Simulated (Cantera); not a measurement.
Adiabatic ignition

An adiabatic, constant-pressure homogeneous reactor starts with CH4 : O2 : N2 : H2O = 1 : 1.18 : 4.42 : 0.72 (molar parts), equivalence ratio 1.7, at 1100 K and 500000 Pa.

Model: GRI-Mech 3.0 (53 species, 325 reactions), integrated in Cantera.

| t (s) | T (K) | x CH4 | x O2 | x H2O | x C2H4 | x N2O | x OH | x CH2 |
|---|---|---|---|---|---|---|---|---|
| 7.00e-6 | 1100 | 0.137 | 0.161 | 0.0984 | <1e-12 | <1e-12 | 1.76e-12 | <1e-12 |
| 2.03e-5 | 1100 | 0.137 | 0.161 | 0.0984 | <1e-12 | <1e-12 | 4.96e-12 | <1e-12 |
| 5.87e-5 | 1100 | 0.137 | 0.161 | 0.0984 | <1e-12 | <1e-12 | 1.55e-11 | <1e-12 |
| 0.000170 | 1100 | 0.137 | 0.161 | 0.0984 | 5.39e-12 | <1e-12 | 5.67e-11 | <1e-12 |
| 0.000492 | 1100 | 0.137 | 0.161 | 0.0984 | 2.31e-10 | <1e-12 | 2.45e-10 | <1e-12 |
| 0.00142 | 1100 | 0.137 | 0.161 | 0.0984 | 8.79e-9 | 2.32e-12 | 7.37e-10 | <1e-12 |
| 0.00412 | 1100 | 0.137 | 0.161 | 0.0984 | 7.71e-8 | 9.94e-12 | 9.57e-10 | <1e-12 |
| 0.0119 | 1101 | 0.136 | 0.161 | 0.0985 | 5.69e-7 | 4.63e-11 | 1.59e-9 | <1e-12 |
| 0.0345 | 1106 | 0.135 | 0.160 | 0.0994 | 1.45e-5 | 4.00e-10 | 8.38e-9 | <1e-12 |
| 0.100 | 2262 | 1.30e-10 | 2.25e-6 | 0.222 | <1e-12 | 4.12e-9 | 0.000363 | <1e-12 |
x: mole fraction; the columns are a selection and need not sum to one.

```
Property                                                              Result
---------------------------------  -----------------------------------------
time of steepest temperature rise                                    53.1 ms
temperature at 0.100 s                                                2262 K
equilibrium temperature                                               2262 K
x(CH4) at 0.100 s                  1.30e-10 (gas-phase equilibrium 1.48e-10)
x(O2) at 0.100 s                     2.25e-6 (gas-phase equilibrium 2.25e-6)
x(H2O) at 0.100 s                        0.222 (gas-phase equilibrium 0.222)
```
